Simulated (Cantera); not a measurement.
An isothermal, constant-pressure homogeneous reactor starts with 53.5 % N₂O, 46.5 % N₂, at 1198 K and 100.0 Torr.

Detailed kinetics in Cantera: GRI-Mech 3.0 (53 species, 325 reactions). GRI-Mech 3.0 was tuned for natural gas; its chemistry of N2O as a main component is partial and can be far from experiment. The mechanism lacks the step 2 NO + O2 → 2 NO2, which can matter for NO2 below about 1400 K. The temperature is held fixed by assumption; the heat of reaction is taken as removed at once.

Question: Predict: x(N₂O) at 90.0 s; x(O₂) at 90.0 s; x(NO) at 90.0 s; x(O) at 90.0 s; x(NO₂) at 90.0 s; x(N₂) at 90.0 s.

Answer: 
* **x(N₂O) at 90.0 s**: 0.00237 (gas-phase equilibrium 4.98e-9)
* **x(O₂) at 90.0 s**: 0.190 (gas-phase equilibrium 0.211)
* **x(NO) at 90.0 s**: 0.0397 (gas-phase equilibrium 0.000194)
* **x(O) at 90.0 s**: 1.39e-7 (gas-phase equilibrium 3.04e-8)
* **x(NO₂) at 90.0 s**: 0.000101 (gas-phase equilibrium 1.21e-6)
* **x(N₂) at 90.0 s**: 0.768 (gas-phase equilibrium 0.789)
